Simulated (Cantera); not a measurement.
Charge: 1 mol Si(CH₃)₄, 0.0082 mol C₂H₂, 1700 mol H₂, equilibrated at 2350 °C and 4.70 mbar.

These are equilibrium values from Cantera (NASA tables, ideal gas, pure condensed phases), not measurements of a reactor. Candidate condensed phases: C, C₆H₆, C₇H₈, C₈H₁₈, Si, SiC; 87 gas species. Rates play no part.

Base state: H₂ 0.545, H 0.454, C₂H₂ (acetylene) 0.000780, Si 0.000435, C₂H 5.97e-5, C 5.04e-5, C₃ 1.50e-5, SiC₂ 1.28e-5 (mole fractions); condensed: gas only.

What changes in the equilibrium state with this change: Si(CH₃)₄ replaced by SiF₄?


```csv
species,before,after
H₂,0.545,0.544
H,0.454,0.453
HF,0,0.00181
C₂H₂ (acetylene),0.000780,2.09e-6
Si,0.000435,0.000448
C₃,1.50e-5,2.08e-9
C₂H,5.97e-5,1.60e-7
SiC₂,1.28e-5,3.52e-8
C,5.04e-5,2.61e-6
```
